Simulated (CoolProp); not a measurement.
A single-stage vapour-compression cycle with ammonia: evaporating at 219.15 K (dew point), condensing at 281.15 K (bubble point), superheat 10 K, subcooling 2 K, compressor efficiency 0.75, no pressure losses. Each further row changes one setting.

Values from CoolProp's reference Helmholtz-energy equation of state, Gao 2020.

```csv
case,cooling COP,pressure ratio,discharge temperature (K),refrigerating effect (kJ/kg),volumetric capacity (kJ/m³)
as stated,1.94,17.9,504.1,1180,341
evaporating temperature 224.15 K,2.23,13.3,477.9,1190,455
condensing temperature 276.15 K,2.16,15.0,483.5,1200,348
subcooling 7 K,1.98,17.9,504.1,1200,348
superheat 20 K,1.90,17.9,522.7,1200,332
compressor efficiency 0.65,1.68,17.9,541.0,1180,341
```
